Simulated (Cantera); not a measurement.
Feed: 1 mol toluene, 0.011 mol NH₃, 0.33 mol N₂, 0.033 mol CO₂, held at 28.0 Pa.

Equilibrium computed with Cantera from the NASA thermochemical tables; the gas is ideal and each condensed phase is pure. Candidate condensed phases: C, C₆H₆, C₇H₈, C₈H₁₈, H₂O; 136 gas species. The numbers say what is thermodynamically allowed, not how fast it happens.

Q: Which condensed phases are stable at each of these points (T (K)): 1498, 1648, 1798, 1948, 2098, 2248, 2398, 2548, 2698, 2848, 2998?

A: 
```json
[
 {"T (K)": "1498", "condensed phases": "C(graphite)", "C condensed (%)": "99.0"},
 {"T (K)": "1648", "condensed phases": "C(graphite)", "C condensed (%)": "99.0"},
 {"T (K)": "1798", "condensed phases": "C(graphite)", "C condensed (%)": "98.9"},
 {"T (K)": "1948", "condensed phases": "C(graphite)", "C condensed (%)": "98.8"},
 {"T (K)": "2098", "condensed phases": "C(graphite)", "C condensed (%)": "98.6"},
 {"T (K)": "2248", "condensed phases": "C(graphite)", "C condensed (%)": "98.2"},
 {"T (K)": "2398", "condensed phases": "C(graphite)", "C condensed (%)": "97.7"},
 {"T (K)": "2548", "condensed phases": "C(graphite)", "C condensed (%)": "96.1"},
 {"T (K)": "2698", "condensed phases": "C(graphite)", "C condensed (%)": "84.4"},
 {"T (K)": "2848", "condensed phases": "gas only", "C condensed (%)": "0.0"},
 {"T (K)": "2998", "condensed phases": "gas only", "C condensed (%)": "0.0"}
]
```

From 1498 K to 2698 K the condensed part is C(graphite). From 2848 K to 2998 K nothing is condensed.
